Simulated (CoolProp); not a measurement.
Ethylene along the isotherm 159.9 K: fugacity coefficient from the reference equation and from simpler models built on Tc = 282.4 K, pc = 50.42 bar, ω = 0.087; each cubic takes its own stable root.

The numbers come from the reference Helmholtz-energy equation of state, Smukala 2000 in CoolProp.

```json
[
 {"p (bar)": "28", "phase": "liquid", "reference": "0.02157"},
 {"p (bar)": "56", "phase": "liquid", "reference": "0.01193"},
 {"p (bar)": "84", "phase": "liquid", "reference": "0.008797"},
 {"p (bar)": "112", "phase": "liquid", "reference": "0.007293"},
 {"p (bar)": "140", "phase": "liquid", "reference": "0.006448"},
 {"p (bar)": "168", "phase": "liquid", "reference": "0.005935"},
 {"p (bar)": "196", "phase": "liquid", "reference": "0.005618"},
 {"p (bar)": "224", "phase": "liquid", "reference": "0.005426"},
 {"p (bar)": "252", "phase": "liquid", "reference": "0.005323"}
]
```

Q: How far does each simpler model (van der Waals, Redlich-Kwong, Soave-Redlich-Kwong, Peng-Robinson) lie from the reference over these 9 states: mean and median of the absolute difference, and the worst?

A: 
- van der Waals: mean 579.6 %, median 575.6 %, worst +719.1 % at 159.9 K and 252 bar
- Redlich-Kwong: mean 0.7 %, median 0.7 %, worst +1.3 % at 159.9 K and 252 bar
- Soave-Redlich-Kwong: mean 0.9 %, median 0.8 %, worst +2.0 % at 159.9 K and 252 bar
- Peng-Robinson: mean 2.1 %, median 1.9 %, worst -4.6 % at 159.9 K and 252 bar
